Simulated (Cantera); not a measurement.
A closed system holds: 1 mol CF₄, 4 mol H₂, held at 1.40e-5 bar.

Equilibrium computed with Cantera from the NASA thermochemical tables; the gas is ideal and each condensed phase is pure. Candidate condensed phases: C, C₆H₆, C₇H₈, C₈H₁₈; 95 gas species. Kinetics and transport are ignored. All values below are at 2450 K.

Base state: H 0.498, HF 0.423, F 0.0448, C₃ 0.0160, H₂ 0.00860, C 0.00589, C₂ 0.00146, CF 0.00125 (mole fractions); condensed: C(graphite).

Task: What changes in the equilibrium state with this change: 1 mol Cl₂ added?

Result: 
```csv
species,before,after
H,0.498,0.406
HF,0.423,0.332
Cl,0,0.185
F,0.0448,0.0432
C₃,0.0160,0.0160
HCl,0,0.00366
H₂,0.00860,0.00571
C₂H₂ (acetylene),7.51e-5,4.98e-5
C₂H,0.000280,0.000228
CF,0.00125,0.00121
"C(graphite), mol",0.496,0.374
```

Task: What changes in the equilibrium state with this change: H₂ from 4 to 0.2 mol?

Result: 
| species | before | after |
|---|---|---|
| F | 0.0448 | 0.854 |
| HF | 0.423 | 0.0916 |
| CF | 0.00125 | 0.0238 |
| H | 0.498 | 0.00566 |
| C₃ | 0.0160 | 0.0160 |
| C₂H₂ (acetylene) | 7.51e-5 | 9.69e-9 |
| H₂ | 0.00860 | 1.11e-6 |
| CF₂ | 4.58e-6 | 0.00166 |
| C₂H | 0.000280 | 3.18e-6 |
| C(graphite), mol | 0.496 | 0.660 |
